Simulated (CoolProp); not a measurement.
Properties of R407C along the isotherm 276.9 K.

Computed with CoolProp (reference Helmholtz-energy equation of state, Lemmon 2003). It is a pseudo-pure fit of the blend.

| p (kPa) | phase | density (kg/m³) | Joule-Thomson coefficient (K/MPa) | isothermal compressibility (1/MPa) | expansivity (1/kK) | fugacity coefficient |
|---|---|---|---|---|---|---|
| 1540 | liquid | 1227 | -0.09015 | 0.003880 | 3.044 | 0.3424 |
| 3090 | liquid | ___ | -0.1097 | 0.003637 | 2.923 | 0.1789 |
| 4630 | liquid | 1241 | -0.1269 | 0.003428 | 2.817 | 0.1251 |
| 6180 | liquid | ___ | -0.1424 | ___ | 2.722 | 0.09820 |
| 7720 | liquid | ___ | -0.1562 | 0.003081 | 2.637 | 0.08232 |
| 9260 | liquid | 1259 | -0.1688 | 0.002937 | 2.560 | 0.07185 |
| 10800 | liquid | 1265 | -0.1802 | 0.002807 | ___ | 0.06449 |
| 12400 | liquid | 1270 | -0.1911 | ___ | 2.423 | 0.05889 |
| 13900 | liquid | 1275 | -0.2005 | 0.002582 | 2.366 | 0.05490 |
| 15400 | liquid | 1280 | -0.2092 | 0.002487 | 2.312 | 0.05178 |
| 17000 | liquid | 1285 | -0.2178 | 0.002394 | 2.259 | 0.04915 |
| 18500 | liquid | 1290 | -0.2253 | 0.002314 | 2.213 | 0.04718 |
| 20100 | liquid | 1294 | -0.2327 | 0.002234 | 2.167 | 0.04549 |
| 21600 | liquid | 1299 | -0.2392 | 0.002166 | 2.126 | 0.04420 |
| 23200 | liquid | 1303 | -0.2457 | 0.002097 | 2.085 | 0.04309 |

What belongs in the gaps?


- 3090, density (kg/m³): 1234
- 6180, density (kg/m³): 1247
- 6180, isothermal compressibility (1/MPa): 0.003243
- 7720, density (kg/m³): 1253
- 10800, expansivity (1/kK): 2.490
- 12400, isothermal compressibility (1/MPa): 0.002685
